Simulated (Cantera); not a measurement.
Cantera run, input and output.

```python
import numpy as np
import cantera as ct

gas = ct.Solution("gri30.yaml", transport_model="mixture-averaged")
show = ['NH3', 'CH4', 'NO']

rows = []
print(f"{'T/K':>7s}{'rho':>11s}{'cp':>10s}{'mu':>11s}{'lambda':>11s}{'Pr':>7s}" + "".join(f"{'D_' + s:>11s}" for s in show))
for T in [400, 550, 700, 850, 1000, 1150, 1300, 1450, 1600]:
    gas.TPX = T, 120, {'N2': 0.8, 'O2': 0.52}
    Pr = gas.cp_mass * gas.viscosity / gas.thermal_conductivity
    D = [gas.mix_diff_coeffs_mole[gas.species_index(s)] for s in show]
    rows.append([gas.density, gas.cp_mass, gas.viscosity, gas.thermal_conductivity, Pr, *D])
    print(f"{T:7g}{gas.density:11.4e}{gas.cp_mass:10.1f}{gas.viscosity:11.4e}"
          f"{gas.thermal_conductivity:11.4e}{Pr:7.3f}" + "".join(f"{d:11.4e}" for d in D))
print("SI units: kg/m3, J/kg/K, Pa s, W/m/K, m2/s")
```

Result:

```
    T/K        rho        cp         mu     lambda     Pr      D_NH3      D_CH4       D_NO
    400 1.0674e-03    1001.8 2.3643e-05 3.3198e-02  0.713 3.2378e-02 3.1637e-02 2.8618e-02
    550 7.7631e-04    1032.0 2.9555e-05 4.3107e-02  0.708 5.8215e-02 5.4916e-02 4.9360e-02
    700 6.0996e-04    1067.9 3.4790e-05 5.2645e-02  0.706 8.9618e-02 8.2808e-02 7.4183e-02
    850 5.0232e-04    1104.5 3.9575e-05 6.1773e-02  0.708 1.2600e-01 1.1491e-01 1.0274e-01
   1000 4.2697e-04    1135.7 4.4032e-05 7.0515e-02  0.709 1.6696e-01 1.5092e-01 1.3477e-01
   1150 3.7128e-04    1158.4 4.8237e-05 7.8906e-02  0.708 2.1218e-01 1.9063e-01 1.7009e-01
   1300 3.2844e-04    1178.0 5.2238e-05 8.6980e-02  0.707 2.6142e-01 2.3386e-01 2.0854e-01
   1450 2.9446e-04    1195.0 5.6072e-05 9.4771e-02  0.707 3.1450e-01 2.8045e-01 2.5000e-01
   1600 2.6686e-04    1209.6 5.9762e-05 1.0231e-01  0.707 3.7125e-01 3.3029e-01 2.9434e-01
SI units: kg/m3, J/kg/K, Pa s, W/m/K, m2/s
```

Computed with Cantera and GRI-Mech 3.0 (53 species, 325 reactions).
